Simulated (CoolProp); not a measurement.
Vapour-liquid equilibrium of dimethyl ether (1) + R236FA (2) at 109 kPa; x and y are mole fractions of (1).

Model: multi-fluid Helmholtz-energy mixture model, Wu 2011 and Pan 2012; pair parameters Bell 2016, in CoolProp.

Question: Give the bubble temperature and the first vapour's composition at x = 0.35, 0.425, 0.8. Is there an azeotrope?

Answer: x = 0.35: 269.5 K, y = 0.487; x = 0.425: 267.7 K, y = 0.597; x = 0.8: 255.6 K, y = 0.950. No azeotrope shows between x = 0.05 and 0.95.

Pair parameters are fitted to limited data, so mixtures are less certain than the pure fluids.
